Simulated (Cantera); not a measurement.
A closed system holds: 1 mol Si₃N₄, 3.5 mol H₂, equilibrated at 0.0710 bar.

Method: chemical equilibrium by Gibbs-energy minimisation in Cantera with the NASA 1993 tables (ideal gas, pure condensed phases). Candidate condensed phases: Si, Si₃N₄; 18 gas species. The tables' values for SiN are old estimates; treat these amounts as uncertain. Gases not in the tables: Si₂H₆ and higher silanes. Kinetics and transport are ignored. All values below are at 2400 K.

Base state: H₂ 0.577, N₂ 0.343, H 0.0453, Si 0.0307, SiH 0.00192, Si₂ 0.000701, SiN 0.000564, Si₂N 0.000536 (mole fractions); condensed: Si(l).

Problem. What changes in the equilibrium state with this change: pressure from 0.0710 bar to 0.0120 bar?

Solution. 
```csv
species,before,after
H₂,0.577,0.435
N₂,0.343,0.276
Si,0.0307,0.181
H,0.0453,0.0958
Si₃,0.000126,0.000745
Si₂,0.000701,0.00415
Si₂N,0.000536,0.00117
SiN,0.000564,0.00123
SiH,0.00192,0.00406
"Si(l), mol",2.79,1.56
```

Problem. What changes in the equilibrium state with this change: H₂ from 3.5 to 0.017 mol?

Solution. 
```
species       before     after
----------  --------  --------
N₂             0.343     0.956
Si            0.0307    0.0307
H₂             0.577   0.00577
H             0.0453   0.00453
SiH₂        0.000405   4.05e-6
SiH          0.00192  0.000192
SiN         0.000564  0.000942
Si(l), mol      2.79      2.93
```

Problem. What changes in the equilibrium state with this change: H₂ from 3.5 to 0.078 mol?

Solution. 
```json
[
 {"species": "N₂", "before": "0.343", "after": "0.925"},
 {"species": "Si", "before": "0.0307", "after": "0.0307"},
 {"species": "H₂", "before": "0.577", "after": "0.0306"},
 {"species": "H", "before": "0.0453", "after": "0.0105"},
 {"species": "SiH₂", "before": "0.000405", "after": "2.15e-5"},
 {"species": "SiH", "before": "0.00192", "after": "0.000443"},
 {"species": "SiN", "before": "0.000564", "after": "0.000926"},
 {"species": "Si(l), mol", "before": "2.79", "after": "2.92"}
]
```
